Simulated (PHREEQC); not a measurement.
Consider water at 66 °C with 0.037 mol/kgw CdSO4 and 0.00175 mol/kgw NaCl. Closed to the air; pH follows from the charge balance.

The numbers come from PHREEQC with the ion-association model, phreeqc.dat.

No solid was allowed to form.

**Question.** Predict the pH, density.

**Answer.** pH 5.71; density 0.987 g/cm³.

**Question.** In which forms is S present?

**Answer.** SO4-2 45 %, CdSO4 42 %, Cd(SO4)2-2 13 % of the S.

Species that the database lacks are ignored. At this temperature some constants are extrapolated from 25 °C, and those without enthalpy data are left unchanged.
